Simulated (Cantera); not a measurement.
Cantera with NASA thermochemical tables; ideal gases at 1 bar, condensed phases pure. Values are per mole of reaction as written; species without (g) are pure solids or liquids, kept so even where they would boil at 1 bar.

O(g) + Ca = CaO, with ΔH° = -884.3 kJ and ΔS° = -165.4 J/K at 300 K.

### Question
How far is the shortcut ΔG° ≈ ΔH°(300 K) − T·ΔS°(300 K) from the full temperature-dependent value at 1048, 1098, 1148, 1198, 1248, 1298, 1348, 1398, 1448, 1498, 1548 K?

### Answer
```csv
T (K),shortcut (kJ),full (kJ),difference (kJ),difference in log10 K,condensed phases
1048,-711.0,-709.5,-1.5,0.07,"Ca(s), CaO(s)"
1098,-702.7,-701.1,-1.6,0.08,"Ca(s), CaO(s)"
1148,-694.4,-692.4,-2.0,0.09,"Ca(l), CaO(s)"
1198,-686.1,-683.6,-2.5,0.11,"Ca(l), CaO(s)"
1248,-677.9,-674.8,-3.1,0.13,"Ca(l), CaO(s)"
1298,-669.6,-666.0,-3.6,0.15,"Ca(l), CaO(s)"
1348,-661.3,-657.1,-4.2,0.16,"Ca(l), CaO(s)"
1398,-653.1,-648.3,-4.8,0.18,"Ca(l), CaO(s)"
1448,-644.8,-639.5,-5.3,0.19,"Ca(l), CaO(s)"
1498,-636.5,-630.6,-5.9,0.21,"Ca(l), CaO(s)"
1548,-628.3,-621.8,-6.5,0.22,"Ca(l), CaO(s)"
```
The shortcut ignores heat capacities and the phase changes listed.
